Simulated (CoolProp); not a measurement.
Vapour-liquid equilibrium of n-pentane (1) + cyclohexane (2) at 0.5 MPa; x and y are mole fractions of (1).

The numbers come from the multi-fluid Helmholtz-energy mixture model, Thol 2019 and Zhou 2014; pair parameters Bell 2016 in CoolProp.

| x | bubble temperature (K) | y at the bubble point | dew temperature at overall composition x (K) | liquid density (mol/L) |
|---|---|---|---|---|
| 0.05 | 413.5 | 0.127 | 416.4 | 7.739 |
| 0.2 | 401.6 | 0.410 | 410.6 | 7.771 |
| 0.35 | 392.2 | 0.600 | 404.3 | 7.771 |
| 0.5 | 384.5 | 0.734 | 397.4 | 7.749 |
| 0.65 | 378.0 | 0.835 | 389.5 | 7.710 |
| 0.8 | 372.4 | 0.915 | 380.4 | 7.659 |
| 0.95 | 367.3 | 0.980 | 369.7 | 7.598 |

No azeotrope shows between x = 0.05 and 0.95.

Pair parameters are fitted to limited data, so mixtures are less certain than the pure fluids.
